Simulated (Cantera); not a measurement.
Charge: 1 mol toluene, 1.8 mol H₂O, held at 2473.15 K and 13.3 mbar.

Cantera equilibrium calculation (NASA polynomials, part measured and part estimated; ideal gas, pure solids and liquids). Candidate condensed phases: C, C₆H₆, C₇H₈, C₈H₁₈, H₂O; 110 gas species. Rates play no part.

Base state: H₂ 0.623, CO 0.219, H 0.152, C₂H₂ (acetylene) 0.00601, C₂H 9.97e-5, C₃ 2.44e-5, C₄H₂ 2.39e-5 (mole fractions); condensed: C(graphite).

Q: What changes in the equilibrium state with this change: toluene replaced by C₃H₆?

A: 
```
species            before    after
----------------  -------  -------
H₂                  0.623    0.593
CO                  0.219    0.252
H                   0.152    0.149
C₂H₂ (acetylene)  0.00601  0.00572
C₄H₂              2.39e-5  2.28e-5
C₂H               9.97e-5  9.73e-5
C₃                2.44e-5  2.44e-5
C(graphite), mol     5.10     1.12
```

Q: What changes in the equilibrium state with this change: temperature from 2473.15 K to 1150 K?

A: 
```csv
species,before,after
H₂,0.623,0.763
CO,0.219,0.237
CH₄,8.10e-7,0.000182
H,0.152,5.64e-7
C₂H₂ (acetylene),0.00601,2.95e-8
C₂H,9.97e-5,<1e-9
C₃,2.44e-5,<1e-9
"C(graphite), mol",5.10,5.20
```
